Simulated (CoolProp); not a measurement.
Properties of CH3F (R41) along the isotherm 151.85 °C (Tc = 44.1 °C, pc = 5.906 MPa, ω = 0.200).

Values from CoolProp's reference Helmholtz-energy equation of state, Lemmon 2006. It is a short technical equation, of lower accuracy than the large ones.

```csv
p (MPa),phase,Z,cp (kJ/(kg K)),Joule-Thomson coefficient (K/MPa),fugacity coefficient
5.37,gas,0.8687,1.644,?,0.8754
10.7,supercritical,0.7518,2.070,4.927,0.7707
16.1,supercritical,0.6689,2.496,3.523,?
21.5,supercritical,0.6420,2.619,2.244,0.6187
26.8,supercritical,0.6598,2.526,1.409,0.5725
32.2,supercritical,0.7006,2.408,0.9019,0.5397
37.6,supercritical,0.7517,?,0.5906,0.5171
43,supercritical,0.8073,2.246,0.3859,0.5020
48.3,supercritical,?,2.194,?,0.4925
53.7,supercritical,0.9225,?,0.1398,0.4869
59.1,supercritical,0.9814,2.120,0.05965,0.4846
```

### Question
Some entries are withheld; supply them.

### Answer

- 5.37, Joule-Thomson coefficient (K/MPa): 6.021
- 16.1, fugacity coefficient: 0.6843
- 37.6, cp (kJ/(kg K)): 2.315
- 48.3, Z: 0.8639
- 48.3, Joule-Thomson coefficient (K/MPa): 0.2451
- 53.7, cp (kJ/(kg K)): 2.153
